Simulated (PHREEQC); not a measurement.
Synthetic water in mg/L, 25 °C, pH 5.94, pe -1.8:

```
constituent           mg/L
------------------  ------
Na                    8.95
K                     3.34
Ca                   0.571
Mg                   0.467
Cl                    3.74
S(6) as SO4           12.7
Alkalinity as HCO3    9.61
Zn                  0.0111
Mn(2)                0.014
```

Valence states are taken as typed.

Computed with PHREEQC (ion-association model, wateq4f.dat).

Each row changes one thing in this solution. Precipitation was switched off in this run.

```
case                                             CO2 (mol/kgw)  HCO3- (mol/kgw)  Mn+2 (mol/kgw)  Zn+2 (mol/kgw)  HSO4- (mol/kgw)  CO3-2 (mol/kgw)  SI of Rhodochrosite (MnCO3)  SI of Gypsum (CaSO4:2H2O)
-----------------------------------------------  -------------  ---------------  --------------  --------------  ---------------  ---------------  ---------------------------  -------------------------
as made                                               0.000397         0.000159         2.47e-7         1.63e-7          1.34e-8          7.08e-9                        -3.73                      -4.26
pH from 5.94 to 6.44 at the same alkalinity           0.000125         0.000158         2.47e-7         1.62e-7          4.24e-9          2.23e-8                        -3.23                      -4.26
all concentrations times 2 at the same typed pH       0.000781         0.000316         4.81e-7         3.14e-7          2.57e-8          1.46e-8                        -3.17                      -3.71
Na from 8.95 to 17.9 mg/L                             0.000396         0.000159         2.47e-7         1.63e-7          1.32e-8          7.16e-9                        -3.74                      -4.27
```
